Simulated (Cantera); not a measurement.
Equilibrium for boron, boron nitride and boron oxide: B2H6 + H2 + N2

Input: 1 mol B2H6, 2.8 mol H2, 190 mol N2, equilibrated at 64.0 Pa.

These are equilibrium values from Cantera (NASA tables, ideal gas, pure condensed phases), not measurements of a reactor. Candidate condensed phases: B, BN; 15 gas species. The feed counts by its element totals alone. The tables' values for BH2 are old estimates; treat these amounts as uncertain. Kinetics and transport are ignored.

From 1523 K to 2048 K the condensed part is BN(s). From 2123 K to 2198 K the condensed part is B(s). From 2273 K to 2423 K nothing is condensed.

```
T (K)   x N2       x H     x H2       x B  n BN(s)  n B(s)
-----  -----  --------  -------  --------  -------  ------
1523   0.970  0.000157   0.0297  2.38e-11     2.00       0
1598   0.970  0.000362   0.0296  4.73e-10     2.00       0
1673   0.970  0.000772   0.0294   7.17e-9     2.00       0
1748   0.969   0.00154   0.0290   8.58e-8     2.00       0
1823   0.969   0.00288   0.0283   8.36e-7     2.00       0
1898   0.968   0.00509   0.0272   6.79e-6     2.00       0
1973   0.966   0.00850   0.0254   4.70e-5     1.99       0
2048   0.963    0.0134   0.0229  0.000282     1.94       0
2123   0.959    0.0197   0.0194   0.00143        0    1.71
2198   0.953    0.0273   0.0154   0.00416        0    1.15
2273   0.944    0.0351   0.0112   0.00975        0       0
2348   0.940    0.0423  0.00752   0.00975        0       0
2423   0.938    0.0479  0.00467   0.00975        0       0
```
x: gas mole fraction; n: condensed amount in mol.
